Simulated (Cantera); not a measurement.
An isothermal, constant-pressure homogeneous reactor starts with 92.2 % N2O, 0.516 % H2O, 7.28 % N2, at 1375 K and 101000 Pa.

Model: GRI-Mech 3.0 (53 species, 325 reactions), integrated in Cantera. GRI-Mech 3.0 was tuned for natural gas; its chemistry of N2O as a main component is partial and can be far from experiment. The mechanism lacks the step 2 NO + O2 → 2 NO2, which can matter for NO2 below about 1400 K. The temperature is held fixed by assumption; the heat of reaction is taken as removed at once.

x: mole fraction; the columns are a selection and need not sum to one.

| t (s) | x N2O | x H2O | x H2 | x H2O2 | x NO |
|---|---|---|---|---|---|
| 1.00e-5 | 0.922 | 0.00516 | 4.37e-12 | 1.25e-12 | 1.20e-5 |
| 2.39e-5 | 0.922 | 0.00516 | 7.28e-11 | 2.52e-11 | 3.71e-5 |
| 5.72e-5 | 0.921 | 0.00516 | 8.92e-10 | 4.52e-10 | 9.81e-5 |
| 0.000137 | 0.920 | 0.00515 | ___ | ___ | ___ |
| 0.000327 | 0.917 | 0.00514 | 2.66e-8 | 2.93e-8 | 0.000580 |
| 0.000782 | 0.911 | 0.00513 | 6.28e-8 | 2.47e-8 | 0.00135 |
| 0.00187 | 0.895 | 0.00510 | 8.34e-8 | 1.46e-8 | 0.00315 |
| 0.00447 | 0.859 | 0.00504 | 6.60e-8 | 1.01e-8 | 0.00726 |
| 0.0107 | 0.782 | 0.00490 | 5.12e-8 | 8.68e-9 | 0.0162 |
| 0.0256 | 0.633 | 0.00464 | 4.48e-8 | 7.89e-9 | 0.0330 |
| 0.0612 | 0.405 | 0.00423 | 3.91e-8 | 6.49e-9 | 0.0573 |
| 0.146 | 0.171 | 0.00382 | 2.85e-8 | 4.18e-9 | 0.0781 |
| 0.350 | 0.0368 | 0.00359 | 1.18e-8 | 1.55e-9 | 0.0846 |
| 0.836 | 0.00208 | 0.00354 | 2.75e-9 | 2.72e-10 | 0.0842 |
| 2.00 | ___ | 0.00353 | ___ | 1.76e-10 | 0.0841 |

Question: Some entries are withheld; supply them.

Answer: 
- 0.000137, x H2: 6.72e-9
- 0.000137, x H2O2: 6.99e-9
- 0.000137, x NO: 0.000243
- 2.00, x N2O: 5.36e-6
- 2.00, x H2: 2.07e-9
